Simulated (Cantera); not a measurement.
A perfectly stirred reactor is fed with 2.78 % C3H8, 20.4 % O2, 76.8 % N2, equivalence ratio 0.68, at 17.0 bar; it is adiabatic with a 475 K inlet, and is followed from long to short residence time, starting on the burning branch (τ in s: 0.15, 0.066, 0.029, 0.012, 0.0054, 0.0023, 0.001, 0.00044, 0.00019, 8.2e-05, 3.6e-05).

Cantera simulation using GRI-Mech 3.0 (53 species, 325 reactions); the numbers are that mechanism's predictions, not measurements. GRI-Mech 3.0 was tuned for natural gas; its chemistry of propane as a main component is partial and can be far from experiment. The pressure lies above the range GRI-Mech 3.0 was tuned for (to about 10 atm).

One state of this run: T (K) = 1894; x C3H8 = 4.22e-5; x O2 = 0.0687; x CH4 = 1.75e-5; x CO = 0.00945; x HO2 = 5.12e-5; x O = 0.000439; x NO2 = 1.29e-7. x: mole fraction; the columns are a selection and need not sum to one.

Q: Which value of τ (s) does it belong to?
A. 3.6e-5
B. 0.029
C. 0.0010
D. 8.2e-5

A: D, 8.2e-5
